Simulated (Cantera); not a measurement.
## Pyrogenic steam for wet oxidation

A perfectly stirred reactor is fed with 34.5 % H2, 34.5 % O2, 30.3 % N2, 0.690 % H2O, at 143 Torr; it is held at 1250 K, and followed from long to short residence time.

Detailed kinetics in Cantera: the H2/O2 subset of GRI-Mech 3.0, which has no nitrogen chemistry. The temperature is held fixed by assumption; the heat of reaction is taken as removed at once.

```tsv
τ (s)	x H2	x O2	x H2O2	x OH	x H	x H2O
0.68	0.000328	0.208	1.01e-6	0.000623	1.80e-5	0.424
0.23	0.000672	0.208	1.55e-6	0.000895	5.37e-5	0.424
0.079	0.00135	0.208	2.29e-6	0.00129	0.000157	0.422
0.027	0.00268	0.208	3.25e-6	0.00186	0.000459	0.420
0.0092	0.00523	0.209	4.38e-6	0.00272	0.00133	0.415
0.0031	0.0101	0.209	5.53e-6	0.00401	0.00386	0.406
0.0011	0.0183	0.211	6.33e-6	0.00574	0.0103	0.389
0.00036	0.0338	0.214	6.46e-6	0.00816	0.0272	0.354
0.00012	0.0586	0.221	5.70e-6	0.0106	0.0590	0.295
```
x: mole fraction; the columns are a selection and need not sum to one.
